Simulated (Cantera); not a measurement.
Cantera with NASA thermochemical tables; ideal gases at 1 bar, condensed phases pure. Values are per mole of reaction as written; species without (g) are pure solids or liquids, kept so even where they would boil at 1 bar.

Between 300 and 1450 K, where is each reaction favourable under standard conditions?
- FeCl2 + Cl(g) = FeCl3(g)


- FeCl2 + Cl(g) = FeCl3(g): ΔG° is -51 kJ at 300 K and -70 kJ at 1450 K; it stays negative (K > 1). ΔH° is -112 kJ and ΔS° -29 J/K at 1450 K.
